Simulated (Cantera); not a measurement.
A Cantera script and its output.

```python
import numpy as np
import cantera as ct

gas = ct.Solution("gri30.yaml")
gas.TPX = 1823, 13332, {'CH4': 1, 'H2': 3.2}
reactor = ct.IdealGasConstPressureReactor(gas, energy="off", clone=False)
net = ct.ReactorNet([reactor])
net.rtol, net.atol = 1e-08, 1e-18
show = ['CH4', 'H2', 'CH2', 'C2H4', 'C2H6']
times = np.geomspace(2e-06, 200, 15)

steps = ct.SolutionArray(gas, extra=["t"])
rows = []
print(f"{'t/s':>10s}{'T/K':>9s}{'P/Pa':>11s}" + "".join(f"{s:>11s}" for s in show))
for t in times:
    while net.time < t:
        t_next = net.step()
        steps.append(gas.state, t=t_next)
    rows.append([np.interp(t, steps.t, y) for y in (steps.T, steps.P, *steps(*show).X.T)])
    print(f"{t:10.3e}{rows[-1][0]:9.1f}{rows[-1][1]:11.4g}" + "".join(f"{x:11.3e}" for x in rows[-1][2:]))
rate = np.gradient(steps.T, steps.t)
print("integrator steps:", len(steps.t))
if steps.T.max() > steps.T[0] + 200:
    print(f"time of steepest temperature rise: {steps.t[rate.argmax()]:.4e} s")
gas.TPX = 1823, 13332, {'CH4': 1, 'H2': 3.2}
gas.equilibrate("TP")
print(f"equilibrium (TP): T = {gas.T:.1f} K  " + "  ".join(f"{s} {gas[s].X[0]:.3e}" for s in show))
```

It prints:

```
       t/s      T/K       P/Pa        CH4         H2        CH2       C2H4       C2H6
 2.000e-06   1823.0  1.333e+04  2.381e-01  7.619e-01  1.155e-11  1.037e-11  2.494e-11
 7.455e-06   1823.0  1.333e+04  2.380e-01  7.619e-01  3.235e-10  1.643e-09  1.829e-09
 2.779e-05   1823.0  1.333e+04  2.379e-01  7.619e-01  6.585e-09  1.417e-07  1.031e-07
 1.036e-04   1823.0  1.333e+04  2.373e-01  7.619e-01  9.631e-08  8.375e-06  4.051e-06
 3.861e-04   1823.0  1.333e+04  2.344e-01  7.625e-01  9.839e-07  3.793e-04  7.241e-05
 1.439e-03   1823.0  1.333e+04  2.121e-01  7.742e-01  2.733e-06  3.456e-03  1.968e-04
 5.365e-03   1823.0  1.333e+04  1.473e-01  8.135e-01  2.227e-06  2.122e-03  1.027e-04
 2.000e-02   1823.0  1.333e+04  6.628e-02  8.626e-01  1.376e-06  6.015e-04  2.372e-05
 7.455e-02   1823.0  1.333e+04  1.969e-02  8.908e-01  5.795e-07  2.506e-04  2.414e-06
 2.779e-01   1823.0  1.333e+04  5.181e-03  8.996e-01  1.803e-07  2.262e-04  1.886e-07
 1.036e+00   1823.0  1.333e+04  1.970e-03  9.015e-01  7.162e-08  2.269e-04  3.758e-08
 3.861e+00   1823.0  1.333e+04  1.717e-03  9.017e-01  6.267e-08  2.271e-04  3.137e-08
 1.439e+01   1823.0  1.333e+04  1.717e-03  9.017e-01  6.267e-08  2.271e-04  3.137e-08
 5.365e+01   1823.0  1.333e+04  1.717e-03  9.017e-01  6.267e-08  2.271e-04  3.137e-08
 2.000e+02   1823.0  1.333e+04  1.717e-03  9.017e-01  6.267e-08  2.271e-04  3.137e-08
integrator steps: 1158
equilibrium (TP): T = 1823.0 K  CH4 1.717e-03  H2 9.017e-01  CH2 6.267e-08  C2H4 2.271e-04  C2H6 3.137e-08
```

Computed with Cantera and GRI-Mech 3.0 (53 species, 325 reactions). GRI-Mech 3.0 stops at C3 and has no aromatics, soot or wall deposition, so with more carbon than oxygen in the feed, carbon stays in small species such as C2H2 where larger ones or solid carbon would form.
